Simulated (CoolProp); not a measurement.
Properties of vinyl chloride along the isotherm 430 K.

Computed with CoolProp (reference Helmholtz-energy equation of state, Thol 2022).

| p (MPa) | phase | density (kg/m³) | cp (kJ/(kg K)) | isothermal compressibility (1/MPa) | expansivity (1/kK) | fugacity coefficient |
|---|---|---|---|---|---|---|
| 0.0266 | gas | 0.4657 | 1.091 | 37.65 | 2.337 | 0.9985 |
| 0.0504 | gas | 0.8835 | 1.092 | 19.90 | 2.347 | 0.9972 |
| 0.0955 | gas | 1.678 | 1.094 | 10.53 | 2.366 | 0.9947 |
| 0.181 | gas | 3.196 | 1.098 | 5.582 | 2.404 | 0.9900 |
| 0.343 | gas | 6.114 | 1.106 | 2.974 | 2.478 | 0.9810 |
| 0.65 | gas | 11.80 | 1.123 | 1.600 | 2.630 | 0.9640 |
| 1.23 | gas | 23.19 | 1.160 | 0.8810 | 2.970 | ___ |
| 2.34 | gas | 48.00 | 1.264 | 0.5130 | 3.914 | 0.8710 |
| 4.43 | gas | 116.5 | 1.837 | ___ | 9.126 | 0.7546 |
| 8.4 | supercritical | 578.2 | 2.618 | 0.04489 | ___ | 0.5106 |

Question: What belongs in the gaps?

Answer: 
- 1.23, fugacity coefficient: 0.9320
- 4.43, isothermal compressibility (1/MPa): 0.3984
- 8.4, expansivity (1/kK): 9.562
